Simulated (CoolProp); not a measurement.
Computed with CoolProp (reference Helmholtz-energy equation of state, Schmidt 1985).

Question: Give the vapour pressure (MPa), vapour density (kg/m³), liquid viscosity (µPa s) of saturated oxygen at 106.5, 121.3 K.

Answer: 
```csv
T (K),p (MPa),vapour density (kg/m³),liquid viscosity (µPa s)
106.5,0.423,16.8,131
121.3,1.10,42.4,94.6
```

Viscosity comes from a separate model (Lemmon 2004).
